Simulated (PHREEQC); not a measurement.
Dissolve 6.5 mmol/kgw RbOH and 0.93 mmol/kgw CaCl2 at 25 °C. Closed to the air; pH follows from the charge balance.

All values are PHREEQC results (ion-association model, wateq4f.dat), not measurements.

Each row changes one thing in this solution. No solid was allowed to form.

| case | pH | CaOH+ (mol/kgw) | SI of Portlandite (Ca(OH)2) |
|---|---|---|---|
| as made | 11.76 | 6.26e-5 | -2.50 |
| temperature from 25 to 85 °C | 10.28 | (withheld) | -1.65 |
| temperature from 25 to 65 °C | 10.68 | (withheld) | -1.96 |
| CaCl2 from 0.00093 to 0.000465 mol/kgw | 11.77 | 3.22e-5 | -2.78 |
| diluted 10-fold with water | (withheld) | 8.65e-7 | -5.30 |
| 0.00016 mol/kgw NH4Cl added | 11.75 | 6.11e-5 | -2.52 |
| RbOH from 0.0065 to 0.0013 mol/kgw | 11.08 | 1.48e-5 | -3.80 |
| RbOH from 0.0065 to 0.00975 mol/kgw | 11.94 | 8.65e-5 | -2.19 |

Task: Complete the blanks.

Result: 
- temperature from 25 to 85 °C, CaOH+ (mol/kgw): 2.12e-6
- temperature from 25 to 65 °C, CaOH+ (mol/kgw): 5.41e-6
- diluted 10-fold with water, pH: 10.80

Away from 25 °C the constants follow the database's enthalpies or fits; those with neither stay at their 25 °C values.
